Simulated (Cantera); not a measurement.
Mixture: CO : H2 : CH4 : O2 : N2 = 1 : 0.75 : 1.3 : 5.79 : 21.8 (molar parts), equivalence ratio 0.60, at 3750 Torr, adiabatic and at constant pressure. Ignition delay is the time to a rise of 400 K.

Computed with Cantera and GRI-Mech 3.0 (53 species, 325 reactions). Below about 1000 K GRI-Mech 3.0 lacks low-temperature oxidation paths. Below about 950 K walls govern HO2 and H2O2 in real vessels.

Question: Predict: delay at 925 K; delay at 1025 K; delay at 1125 K; delay at 1225 K; apparent activation energy between 1175 and 1275 K.

Answer: 
- delay at 925 K: 0.102 s
- delay at 1025 K: 6.33 ms
- delay at 1125 K: 0.994 ms
- delay at 1225 K: 0.338 ms
- apparent activation energy between 1175 and 1275 K: 110 kJ/mol
